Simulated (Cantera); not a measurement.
## Gas activation for diamond growth

An isothermal, constant-pressure homogeneous reactor starts with 3.83 % CH₄, 95.8 % H₂, 0.374 % N₂, at 1423 K and 5400 Pa.

Model: GRI-Mech 3.0 (53 species, 325 reactions), integrated in Cantera. GRI-Mech 3.0 stops at C3 and has no aromatics, soot or wall deposition, so with more carbon than oxygen in the feed, carbon stays in small species such as C2H2 where larger ones or solid carbon would form.

```csv
t (s),x CH₄,x H₂,x H,x C₂H,x CH₂
0.000400,0.0383,0.958,1.07e-7,<1e-12,<1e-12
0.00155,0.0383,0.958,4.18e-7,<1e-12,<1e-12
0.00603,0.0383,0.958,1.62e-6,<1e-12,1.63e-12
0.0234,0.0383,0.958,6.13e-6,<1e-12,2.34e-11
0.0908,0.0383,0.958,1.83e-5,<1e-12,2.07e-10
0.352,0.0382,0.958,2.35e-5,<1e-12,3.42e-10
1.37,0.0380,0.958,2.36e-5,3.58e-12,3.40e-10
5.31,0.0370,0.959,2.37e-5,1.62e-11,3.35e-10
20.6,0.0337,0.960,2.41e-5,6.09e-11,3.15e-10
80.0,0.0249,0.965,2.54e-5,1.87e-10,2.57e-10
```
x: mole fraction; the columns are a selection and need not sum to one.

Equilibrium at this temperature and pressure: CH₄ 0.0113, H₂ 0.972, H 2.84e-5, C₂H 3.80e-10, CH₂ 1.44e-10 (gas phase only).
